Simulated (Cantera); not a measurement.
## Transport properties of process gases

Gas mixture: 36.0 % CO2, 40.0 % NH3, 24.0 % N2, at 135 Torr, frozen composition.

Cantera's kinetic-theory transport with the Lennard-Jones parameters of GRI-Mech 3.0, ideal gas; thermal conductivity in the multicomponent form. Polar gases are described roughly by these parameters. The composition is frozen, though it would react at the higher temperatures.

```
T (K)  ρ (kg/m³)  cp (J/kg/K)  μ (µPa s)  λ (mW/m/K)     Pr  D (cm²/s) NO  D (cm²/s) H2  D (cm²/s) CO2
-----  ---------  -----------  ---------  ----------  -----  ------------  ------------  -------------
400        0.159         1272       18.6        34.3  0.687          1.79          6.91           1.55
650       0.0979         1482       28.1        61.0  0.683          4.21          15.9           3.81
900       0.0707         1645       36.3        88.1  0.679          7.36          27.4           6.80
1150      0.0553         1774       43.7         115  0.675          11.2          41.3           10.4
1400      0.0454         1871       50.3         140  0.672          15.5          57.3           14.6
1650      0.0385         1947       56.5         164  0.669          20.4          75.3           19.3
1900      0.0335         2006       62.2         187  0.667          25.8          95.1           24.5
2150      0.0296         2051       67.7         209  0.665          31.7           117           30.1
2400      0.0265         2086       72.9         229  0.664          38.1           140           36.2
```
D: mixture-averaged diffusion coefficient of that species in the mixture.
